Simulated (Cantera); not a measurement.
Input: 1 mol SiC, 0.11 mol N2O, 200 mol H2, held at 1875 K and 34.0 Pa.

These are equilibrium values from Cantera (NASA tables, ideal gas, pure condensed phases), not measurements of a reactor. Candidate condensed phases: C, C6H6, C7H8, C8H18, H2O, Si, SiC, SiO2, Si2N2O, Si3N4; 151 gas species. Rates play no part.

Base state: H2 0.963, H 0.0349, Si 0.00108, CO 0.000534, N2 0.000460, C2H2 (acetylene) 0.000208, HCN 0.000151, SiH 1.81e-5 (mole fractions); condensed: SiC(s).

What changes in the equilibrium state with this change: temperature from 1875 K to 1825 K?


| species | before | after |
|---|---|---|
| H2 | 0.963 | 0.975 |
| H | 0.0349 | 0.0236 |
| Si | 0.00108 | 0.000694 |
| SiC2 | 1.63e-5 | 3.15e-6 |
| C2H2 (acetylene) | 0.000208 | 5.65e-5 |
| SiO | 5.36e-6 | 1.17e-5 |
| SiC(s), mol | 0.764 | 0.850 |
